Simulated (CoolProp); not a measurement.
Properties of propane along the isotherm 150.45 °C.

Computed with CoolProp (reference Helmholtz-energy equation of state, Lemmon 2009).

| p (MPa) | phase | density (kg/m³) | cp (kJ/(kg K)) | cv (kJ/(kg K)) | viscosity (µPa s) | conductivity (mW/(m K)) | fugacity coefficient |
|---|---|---|---|---|---|---|---|
| 1.18 | gas | 15.76 | 2.312 | 2.059 | 11.6 | 35.6 | 0.9401 |
| 2.36 | gas | 33.96 | 2.433 | 2.085 | 12.1 | 37.1 | 0.8819 |
| 3.54 | gas | 55.56 | 2.615 | 2.115 | 12.8 | 39.0 | 0.8255 |
| 4.72 | supercritical | ___ | 2.904 | 2.149 | 14.0 | 41.7 | 0.7706 |
| 5.9 | supercritical | ___ | ___ | 2.187 | 15.9 | 45.5 | 0.7174 |
| 7.09 | supercritical | 160.4 | 4.026 | 2.219 | 18.9 | 50.9 | 0.6659 |
| 8.27 | supercritical | 209.3 | 4.408 | 2.230 | 23.3 | 56.5 | 0.6187 |
| 9.45 | supercritical | 250.9 | 4.258 | 2.221 | 28.0 | 60.8 | 0.5773 |
| 10.6 | supercritical | 280.7 | 3.981 | 2.209 | 32.1 | 63.9 | 0.5432 |

Task: Some entries are withheld; supply them.

Result: 
- 4.72, density (kg/m³): 82.17
- 5.9, density (kg/m³): 116.3
- 5.9, cp (kJ/(kg K)): 3.375

Viscosity comes from a separate model (Vogel 1998). Thermal conductivity comes from a separate model (Marsh 2002).
